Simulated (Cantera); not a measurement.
A perfectly stirred reactor is fed with CH4 : H2O = 1 : 0.45 (molar parts), at 8.10 bar; it is held at 1798 K, and followed from long to short residence time.

Computed with Cantera and GRI-Mech 3.0 (53 species, 325 reactions). GRI-Mech 3.0 stops at C3 and has no aromatics, soot or wall deposition, so with more carbon than oxygen in the feed, carbon stays in small species such as C2H2 where larger ones or solid carbon would form.

Predict: x(CH4) at τ = 0.340 s; x(H2O) at τ = 0.340 s; x(C2H2) at τ = 0.340 s; x(OH) at τ = 0.340 s; x(CH3) at τ = 0.340 s; x(CH4) at τ = 44.0 ms; x(H2O) at τ = 44.0 ms; x(C2H2) at τ = 44.0 ms; x(OH) at τ = 44.0 ms; x(CH3) at τ = 44.0 ms.


| Item | Result |
|---|---|
| x(CH4) at τ = 0.340 s | 0.0767 |
| x(H2O) at τ = 0.340 s | 0.0412 |
| x(C2H2) at τ = 0.340 s | 0.0802 |
| x(OH) at τ = 0.340 s | 4.12e-7 |
| x(CH3) at τ = 0.340 s | 0.000236 |
| x(CH4) at τ = 44.0 ms | 0.0985 |
| x(H2O) at τ = 44.0 ms | 0.117 |
| x(C2H2) at τ = 44.0 ms | 0.114 |
| x(OH) at τ = 44.0 ms | 1.21e-6 |
| x(CH3) at τ = 44.0 ms | 0.000315 |
